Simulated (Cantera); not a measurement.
A perfectly stirred reactor is fed with 21.4 % H₂, 15.8 % O₂, 59.2 % N₂, 3.64 % H₂O, equivalence ratio 0.68, at 33000 Pa; it is adiabatic with a 748 K inlet, and is followed from long to short residence time, starting on the burning branch (τ in s: 0.038, 0.018, 0.0089, 0.0043, 0.0021, 0.00099, 0.00048, 0.00023, 0.00011, 5.4e-05).

Computed with Cantera and the H2/O2 subset of GRI-Mech 3.0, which has no nitrogen chemistry.

x: mole fraction; the columns are a selection and need not sum to one.

```tsv
τ (s)	T (K)	x H₂	x O₂	x H₂O	x O	x H₂O₂	x HO₂	x OH
0.038	2199	0.00471	0.0548	0.268	0.00225	1.20e-7	2.90e-6	0.0110
0.018	2169	0.00648	0.0550	0.264	0.00313	1.21e-7	3.06e-6	0.0125
0.0089	2122	0.00909	0.0554	0.259	0.00447	[?]	3.58e-6	0.0142
0.0043	2052	0.0127	0.0563	0.252	0.00645	[?]	4.68e-6	0.0157
0.0021	1962	0.0167	0.0578	0.243	0.00889	[?]	6.42e-6	0.0164
0.00099	1846	0.0211	0.0599	0.232	0.0117	[?]	8.91e-6	0.0162
0.00048	1720	0.0249	0.0627	0.222	0.0143	[?]	1.19e-5	0.0148
0.00023	1583	0.0289	0.0665	0.211	0.0160	[?]	1.56e-5	0.0125
0.00011	1440	0.0358	0.0726	0.197	0.0160	[?]	2.07e-5	0.00969
5.4e-5	1284	0.0575	0.0863	0.172	0.0124	[?]	2.96e-5	0.00653
```

Task: Some entries are withheld; supply them.

Result: 
- 0.0089, x H₂O₂: 1.36e-7
- 0.0043, x H₂O₂: 1.71e-7
- 0.0021, x H₂O₂: 2.39e-7
- 0.00099, x H₂O₂: 3.79e-7
- 0.00048, x H₂O₂: 6.57e-7
- 0.00023, x H₂O₂: 1.21e-6
- 0.00011, x H₂O₂: 2.11e-6
- 5.4e-5, x H₂O₂: 2.91e-6
